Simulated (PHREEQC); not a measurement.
Alkaline etch or developer: speciation

Make-up at 25 °C: 0.02 mol/kgw CsOH and 0.017 mol/kgw K2SiO3. Closed to the air; pH follows from the charge balance.

All values are PHREEQC results (ion-association model, wateq4f.dat), not measurements.

The pH comes out as 12.42. The ionic strength comes out as 0.0581 mol/kgw. The total alkalinity comes out as 54.0 meq/kg.

| species | molality | activity | log γ |
|---|---|---|---|
| K+ | 0.0340 | 0.0273 | -0.095 |
| OH- | 0.0329 | 0.0264 | -0.096 |
| Cs+ | 0.0200 | 0.0163 | -0.090 |
| H3SiO4- | 0.0129 | 0.0104 | -0.093 |
| H2SiO4-2 | 0.00411 | 0.00186 | -0.344 |
| H4SiO4 | 2.63e-5 | 2.67e-5 | 0.006 |

This is a speciation only: nothing precipitates in the calculation. Complexes and solids missing from the database can't appear.
